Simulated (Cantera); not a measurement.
What does this Cantera script print?

```python
import numpy as np
import cantera as ct

gas_names = """
    H HO2 H2 H2O H2O2 O OH O2 O3 Si SiH SiH2 SiH3 SiH4 SiO SiO2 Si2 Si3
""".split()
cond_names = """
    H2O(s) H2O(L) Si(cr) Si(L) SiO2(Lqz) SiO2(hqz) SiO2(L)
""".split()


# ... load() reads the species with a 1 bar reference pressure and builds the phases ...
atoms = {
    'Si2H6': {'Si': 2, 'H': 6},
    'H2O': {'H': 2, 'O': 1},
    'H2': {'H': 2},
}
top_T = {}  # K; cautious upper limits of use, not melting points


# ... equilibrate(T, P, feed) seeds the gas with the atoms and calls Mixture.equilibrate('TP', solver="vcs", rtol=1e-11, max_steps=5000) ...
results = []
feed = {'Si2H6': 1, 'H2O': 0.38, 'H2': 1}  # mol
T = 1700  # K
P = 1000  # Pa
mix = equilibrate(T, P, feed)
results.append((T, P, feed, dict(zip(mix.species_names, mix.species_moles))))
print(gas.report(threshold=0.001))
for i in range(1, mix.n_phases):
    print(f"{mix.phase(i).name:16s} {mix.phase_moles(i):12.5e} mol")
```

It prints:

```
       temperature   1700 K
          pressure   1000 Pa
           density   0.00038011 kg/m^3
  mean mol. weight   5.3727 kg/kmol
   phase of matter   gas

                          1 kg             1 kmol
                     ---------------   ---------------
          enthalpy        6.6422e+06        3.5687e+07  J
   internal energy        4.0114e+06        2.1552e+07  J
           entropy             42928        2.3064e+05  J/K
    Gibbs function       -6.6335e+07        -3.564e+08  J
 heat capacity c_p            6221.4             33426  J/K
 heat capacity c_v            4673.9             25112  J/K

                      mass frac. Y      mole frac. X     chem. pot. / RT
                     ---------------   ---------------   ---------------
                 H        0.00026497         0.0014123           -11.832
                H2           0.34473           0.91873           -23.665
               SiO           0.65451          0.079769           -43.321
     [  +15 minor]        0.00049093        9.2629e-05

Si(L)             1.61957e+00 mol
SiO2(L)           0.00000e+00 mol
```

Equilibrium computed with Cantera from the NASA thermochemical tables; the gas is ideal and each condensed phase is pure. The feed counts by its element totals alone. Gases not in the tables: Si2H6 and higher silanes.
